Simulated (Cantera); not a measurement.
# B₂H₆ + N₂ + H₂ (boron, boron nitride and boron oxide)

Feed: 1 mol B₂H₆, 0.25 mol N₂, 0.19 mol H₂, at 1425 K and 77.0 mbar.

These are equilibrium values from Cantera (NASA tables, ideal gas, pure condensed phases), not measurements of a reactor. Candidate condensed phases: B, BN; 15 gas species. The feed counts by its element totals alone. N₂ is the only nitrogen source here; it is nearly inert below about 1500 K, so the nitride shown seldom forms there in practice. Mutual solubility and eutectic melting of coexisting phases are not modelled. Equilibrium is a limit: real reactors are often held back by kinetics, nucleation or transport.

The x(H₂) comes out as 1.000, the x(H) is 2.46e-5 and the x(BH₂) comes out as 4.37e-6. The x(BH₃) is 1.17e-6 and the n(B(s)) is 1.50 mol. The n(BN(s)) is 0.500 mol and the gas amount is 3.190 mol.
